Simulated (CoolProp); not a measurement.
A single-stage vapour-compression cycle with the fluid: evaporating at 222.15 K (dew point), condensing at 290.15 K (bubble point), superheat 5 K, subcooling 2 K, compressor efficiency 0.75, no pressure losses. The same conditions are run with several fluids, on thermodynamics alone (safety and materials aside).

The numbers come from the reference Helmholtz-energy equation of state of each fluid (propylene: Lemmon 2013; C3F8 (R218): Lemmon 2006; R404A: Lemmon 2003; hydrogen sulfide: Lemmon 2006; ethane: Bücker 2006; R410A: Lemmon 2003) in CoolProp. Blends and air are pseudo-pure fits.

```
fluid             cooling COP  pressure ratio  discharge temperature (K)  refrigerating effect (kJ/kg)  volumetric capacity (kJ/m³)
----------------  -----------  --------------  -------------------------  ----------------------------  ---------------------------
propylene                1.83            10.9                      345.2                           294                          586
C3F8 (R218)              1.34            13.7                      290.1                          45.8                          239
R404A                    1.68            13.1                      326.2                           119                          493
hydrogen sulfide         1.79            10.4                      454.9                           405                         1190
ethane                   1.43            6.63                      345.3                           232                         2180
R410A                    1.77            12.9                      364.7                           180                          745
```

The compression ends wet for: C3F8 (R218).
